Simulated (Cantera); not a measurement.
**Catalytic combustion on Pt**

An isothermal plug-flow reactor at 475 K and 40000 Pa (inlet), inlet velocity 0.78 m/s, active area per volume 610 1/m; feed H₂ : O₂ : N₂ = 0.0021 : 0.013 : 0.79 (molar parts), equivalence ratio 0.081.

Model: Deutschmann's 1995 Pt surface mechanism with GRI-Mech 3.0 gas chemistry, integrated in Cantera. Catalytic surfaces can have several steady states; this one follows from the mechanism file's or the stated starting coverage. Mass transfer to the wall is taken as infinitely fast.

```csv
z (m),x H₂,x O₂,x H₂O,θ free Pt,θ O*,θ OH*
5.1e-05,0.00210,0.0159,0.000509,0.187,0.797,0.0158
8.6e-05,0.00185,0.0158,0.000759,0.166,0.818,0.0159
0.00014,0.00156,0.0156,0.00105,0.142,0.843,0.0158
0.00024,0.00121,0.0155,0.00140,0.111,0.874,0.0151
0.0004,0.000883,0.0153,0.00173,0.0819,0.904,0.0140
0.00066,0.000613,0.0152,0.00200,0.0574,0.930,0.0123
0.0011,0.000403,0.0151,0.00221,0.0380,0.952,0.0105
0.0018,0.000260,0.0150,0.00235,0.0246,0.967,0.00866
0.0031,0.000157,0.0149,0.00245,0.0149,0.978,0.00686
0.0051,9.72e-5,0.0149,0.00251,0.00924,0.985,0.00547
```
x: gas mole fraction; θ: surface coverage.
